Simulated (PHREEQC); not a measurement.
Dissolve 0.067 mol/kgw KHCO3, 0.0042 mol/kgw NH3 and 0.09 mol/kgw NaCl at 25 °C. Closed to the air; pH follows from the charge balance.

Model: ion-association model, wateq4f.dat, run in PHREEQC.

Each row changes one thing in this solution. No solid was allowed to form.

```tsv
case	pH	ionic strength (mol/kgw)	HCO3- (mol/kgw)	NH4+ (mol/kgw)	CO3-2 (mol/kgw)	NaHCO3 (mol/kgw)	SI of Nahcolite (NaHCO3)	SI of Halite (NaCl)
as made	8.58	0.160	0.0612	0.00360	0.00251	0.00166	-1.97	-3.95
NH3 from 0.0042 to 0.00084 mol/kgw	8.16	0.157	0.0630	0.000790	0.000976	0.00173	-1.95	?
KHCO3 from 0.067 to 0.0134 mol/kgw	?	0.106	0.0106	0.00252	0.00155	0.000314	-2.69	?
diluted 5-fold with water	?	0.0324	0.0126	0.000650	0.000581	9.03e-5	-3.24	?
```

### Question
Fill in the missing entries.

### Answer

- NH3 from 0.0042 to 0.00084 mol/kgw, SI of Halite (NaCl): -3.94
- KHCO3 from 0.067 to 0.0134 mol/kgw, pH: 9.18
- KHCO3 from 0.067 to 0.0134 mol/kgw, SI of Halite (NaCl): -3.91
- diluted 5-fold with water, pH: 8.78
- diluted 5-fold with water, SI of Halite (NaCl): -5.22
